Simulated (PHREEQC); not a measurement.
# Leach liquor: speciation

Dissolve 14 mmol/kgw HCl, 2.7 mmol/kgw CuSO4 and 0.54 mmol/kgw Fe2(SO4)3 at 60 °C. Closed to the air; pH follows from the charge balance.

Equilibrium calculation in PHREEQC: ion-association model, phreeqc.dat.

| Property | Result |
|---|---|
| pH | 1.97 |
| ionic strength | 0.0227 mol/kgw |
| total alkalinity | -16.2 meq/kg |

```tsv
species	molality	activity	log γ
Cl-	0.0137	0.0117	-0.069
H+	0.0121	0.0107	-0.057
Cu+2	0.00225	0.00126	-0.253
HSO4-	0.00208	0.00178	-0.068
SO4-2	0.00134	0.000728	-0.264
FeSO4+	0.000618	0.000531	-0.066
FeOH+2	0.000233	0.000127	-0.263
CuSO4	0.000231	0.000232	0.002
CuCl+	0.000215	0.000184	-0.068
```

This is a speciation only: nothing precipitates in the calculation. The solution is supersaturated, for example in Hematite (slow to form), Goethite (slow to form), so a real one may precipitate; this is no full list. At this temperature some constants are extrapolated from 25 °C, and those without enthalpy data are left unchanged.
